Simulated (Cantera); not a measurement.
## Equilibrium for sublimation and decomposition of ceramics: SiC + H2

A closed system holds: 1 mol SiC, 0.12 mol H2, at 1.00 bar.

Cantera equilibrium calculation (NASA polynomials, part measured and part estimated; ideal gas, pure solids and liquids). Candidate condensed phases: C, C6H6, C7H8, C8H18, Si, SiC; 87 gas species. Gases not in the tables: Si2H6 and higher silanes. Rates play no part.

```json
[
 {"T (K)": "2023", "x H2": "0.998", "x H": "0.00190", "x Si": "2.43e-5", "x C2H2 (acetylene)": "1.74e-5", "x Si2C": "7.32e-7", "x SiH": "1.56e-5", "x SiC2": "2.18e-8", "n SiC(s)": "1.000"},
 {"T (K)": "2073", "x H2": "0.997", "x H": "0.00263", "x Si": "4.16e-5", "x C2H2 (acetylene)": "3.55e-5", "x Si2C": "1.53e-6", "x SiH": "2.39e-5", "x SiC2": "6.94e-8", "n SiC(s)": "1.000"},
 {"T (K)": "2123", "x H2": "0.996", "x H": "0.00358", "x Si": "7.15e-5", "x C2H2 (acetylene)": "6.60e-5", "x Si2C": "3.19e-6", "x SiH": "3.69e-5", "x SiC2": "2.03e-7", "n SiC(s)": "1.000"},
 {"T (K)": "2173", "x H2": "0.995", "x H": "0.00481", "x Si": "0.000122", "x C2H2 (acetylene)": "0.000115", "x Si2C": "6.52e-6", "x SiH": "5.68e-5", "x SiC2": "5.54e-7", "n SiC(s)": "1.000"},
 {"T (K)": "2223", "x H2": "0.993", "x H": "0.00638", "x Si": "0.000205", "x C2H2 (acetylene)": "0.000191", "x Si2C": "1.30e-5", "x SiH": "8.66e-5", "x SiC2": "1.43e-6", "n SiC(s)": "1.000"},
 {"T (K)": "2273", "x H2": "0.991", "x H": "0.00836", "x Si": "0.000339", "x C2H2 (acetylene)": "0.000307", "x Si2C": "2.53e-5", "x SiH": "0.000130", "x SiC2": "3.51e-6", "n SiC(s)": "1.000"},
 {"T (K)": "2323", "x H2": "0.988", "x H": "0.0108", "x Si": "0.000550", "x C2H2 (acetylene)": "0.000481", "x Si2C": "4.80e-5", "x SiH": "0.000193", "x SiC2": "8.26e-6", "n SiC(s)": "1.000"},
 {"T (K)": "2373", "x H2": "0.984", "x H": "0.0139", "x Si": "0.000874", "x C2H2 (acetylene)": "0.000737", "x Si2C": "8.84e-5", "x SiH": "0.000281", "x SiC2": "1.87e-5", "n SiC(s)": "1.000"},
 {"T (K)": "2423", "x H2": "0.979", "x H": "0.0175", "x Si": "0.00136", "x C2H2 (acetylene)": "0.00111", "x Si2C": "0.000159", "x SiH": "0.000401", "x SiC2": "4.11e-5", "n SiC(s)": "1.000"},
 {"T (K)": "2473", "x H2": "0.973", "x H": "0.0220", "x Si": "0.00208", "x C2H2 (acetylene)": "0.00164", "x Si2C": "0.000277", "x SiH": "0.000565", "x SiC2": "8.72e-5", "n SiC(s)": "1.000"},
 {"T (K)": "2523", "x H2": "0.965", "x H": "0.0273", "x Si": "0.00312", "x C2H2 (acetylene)": "0.00239", "x Si2C": "0.000473", "x SiH": "0.000782", "x SiC2": "0.000180", "n SiC(s)": "0.999"},
 {"T (K)": "2573", "x H2": "0.955", "x H": "0.0336", "x Si": "0.00461", "x C2H2 (acetylene)": "0.00342", "x Si2C": "0.000790", "x SiH": "0.00107", "x SiC2": "0.000360", "n SiC(s)": "0.999"},
 {"T (K)": "2623", "x H2": "0.943", "x H": "0.0409", "x Si": "0.00669", "x C2H2 (acetylene)": "0.00483", "x Si2C": "0.00129", "x SiH": "0.00144", "x SiC2": "0.000702", "n SiC(s)": "0.998"},
 {"T (K)": "2673", "x H2": "0.928", "x H": "0.0494", "x Si": "0.00959", "x C2H2 (acetylene)": "0.00670", "x Si2C": "0.00207", "x SiH": "0.00191", "x SiC2": "0.00133", "n SiC(s)": "0.998"}
]
```
x: gas mole fraction; n: condensed amount in mol.

From 2023 K to 2673 K the condensed part is SiC(s). The main Si-bearing gas is SiH2 at 2023 K and Si at 2673 K.
